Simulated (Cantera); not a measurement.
Charge: 1 mol TEOS, 0.11 mol O3, equilibrated at 1575 K.

Method: chemical equilibrium by Gibbs-energy minimisation in Cantera with the NASA 1993 tables (ideal gas, pure condensed phases). Candidate condensed phases: C, C6H6, C7H8, C8H18, H2O, Si, SiC, SiO2; 123 gas species. The feed counts by its element totals alone. Mutual solubility and eutectic melting of coexisting phases are not modelled. The tables hold silica as quartz up to 1696 K and as liquid above; real silica turns to tridymite and cristobalite and melts near 1996 K. Rates play no part.

Question: At 0.240 bar, list the 5 most abundant gas species with their mole fractions, and the condensed phases.

Answer: H2 0.705, CO 0.294, SiO 0.000776, CH4 0.000217, H 7.12e-5. Condensed: C(graphite) + SiC(s) + SiO2(β-quartz).
